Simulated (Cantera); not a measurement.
Input: 1 mol CuO, 11 mol NF3, 4.4 mol H2, held at 1698 K and 1.33 mbar.

Cantera equilibrium calculation (NASA polynomials, part measured and part estimated; ideal gas, pure solids and liquids). Candidate condensed phases: Cu, CuF2, CuO, Cu(OH)2, Cu2O, H2O; 45 gas species. Kinetics and transport are ignored.

Task: What is the equilibrium state?

Result: 
```
Item                                   Result
----------------------------------  ---------
x(F)                                    0.586
x(HF)                                   0.231
x(N2)                                   0.144
x(CuF2)                                0.0225
x(O2)                                  0.0129
x(CuF)                                0.00372
x(NO)                                0.000305
x(O)                                 0.000136
x(F2)                                 1.29e-5
gas amount                          38.14 mol
log10 activity of CuF2(l) (absent)      -3.88
log10 activity of Cu(l) (absent)        -6.12
```
